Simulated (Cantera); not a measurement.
An adiabatic, constant-pressure homogeneous reactor starts with 7.69 % CH4, 19.4 % O2, 72.9 % N2, equivalence ratio 0.79, at 1050 K and 1.01 bar.

Cantera simulation using GRI-Mech 3.0 (53 species, 325 reactions); the numbers are that mechanism's predictions, not measurements.

### Question
Predict: time of steepest temperature rise; temperature at 2.00 s; equilibrium temperature; x(O2) at 2.00 s; x(NO) at 2.00 s; x(HCO) at 2.00 s; x(H2) at 2.00 s; x(H2O) at 2.00 s.

### Answer
```
Property                                                             Value
---------------------------------  ---------------------------------------
time of steepest temperature rise                                  0.411 s
temperature at 2.00 s                                               2446 K
equilibrium temperature                                             2446 K
x(O2) at 2.00 s                      0.0387 (gas-phase equilibrium 0.0387)
x(NO) at 2.00 s                    0.00857 (gas-phase equilibrium 0.00857)
x(HCO) at 2.00 s                   1.65e-9 (gas-phase equilibrium 1.65e-9)
x(H2) at 2.00 s                    0.00331 (gas-phase equilibrium 0.00331)
x(H2O) at 2.00 s                       0.143 (gas-phase equilibrium 0.143)
```
